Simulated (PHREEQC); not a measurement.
A column of 0.2 m (40 cells, dispersivity 0.007 m, 720 s a shift, diffusion coefficient 3e-10 m²/s) holds 0.0084 eq of the database's cation exchanger X per kg of pore water, first in equilibrium with 0.48 mmol/kgw MgCl2, 9.7 mmol/kgw ZnSO4 and 0.01 mmol/kgw HCl. It is flushed with 4.7 mmol/kgw KCl, 3.9 mmol/kgw MnCl2 and 0.01 mmol/kgw HCl, at 25 °C. Values are for the last cell. CO2 from the air is kept out. No solid was allowed to form.

Model: ion-association model, phreeqc.dat, run in PHREEQC.

Task: Predict K in solution (mol/kgw), Mn in solution (mol/kgw), S in solution (mol/kgw) at pore volumes = 1.262, 1.512, 1.762, 2.513.

Result: 
```
pore volumes  K in solution (mol/kgw)  Mn in solution (mol/kgw)  S in solution (mol/kgw)
------------  -----------------------  ------------------------  -----------------------
1.262                         0.00248                   0.00106                  0.00150
1.512                         0.00342                   0.00157                 0.000423
1.762                         0.00399                   0.00206                 0.000102
2.513                         0.00455                   0.00312                  8.97e-7
```
